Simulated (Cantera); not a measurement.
**SiF4 + NH3 (silicon nitride deposition)**

A closed system holds: 1 mol SiF4, 3.7 mol NH3, at 652 °C and 75.0 Torr.

Cantera equilibrium calculation (NASA polynomials, part measured and part estimated; ideal gas, pure solids and liquids). Candidate condensed phases: Si, Si3N4; 37 gas species. Equilibrium is a limit: real reactors are often held back by kinetics, nucleation or transport.

- x(H2) = 0.660
- x(N2) = 0.220
- x(SiF4) = 0.119
- x(HF) = 0.000312
- x(SiHF3) = 0.000143
- x(NH3) = 2.50e-5
- x(SiF3) = 1.11e-6
- n(Si3N4(s)) = 0.000117 mol
- gas amount = 8.400 mol
- log10 activity of Si(s) (absent) = -7.14
